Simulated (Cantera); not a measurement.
A closed system holds: 1 mol FeS, 1.9 mol H2S, 1 mol N2, held at 1423.15 K and 10.0 Torr.

Equilibrium computed with Cantera from the NASA thermochemical tables; the gas is ideal and each condensed phase is pure. Candidate condensed phases: Fe, FeS, FeS2, S; 16 gas species. FeS: taken at fixed stoichiometry. The numbers say what is thermodynamically allowed, not how fast it happens.

Base state: H2 0.406, N2 0.274, S2 0.202, H2S 0.113, SH 0.00337, S 6.19e-5, H 3.67e-5 (mole fractions); condensed: FeS(s).

**Question.** What changes in the equilibrium state with this change: temperature from 1423.15 K to 1223 K?

**Answer.** 
```tsv
species	before	after
H2	0.406	0.302
N2	0.274	0.293
H2S	0.113	0.254
S2	0.202	0.151
H	3.67e-5	1.43e-6
S	6.19e-5	2.67e-6
FeS(s), mol	1.00	1.00
```
Gases not in the tables: S3 to S7.
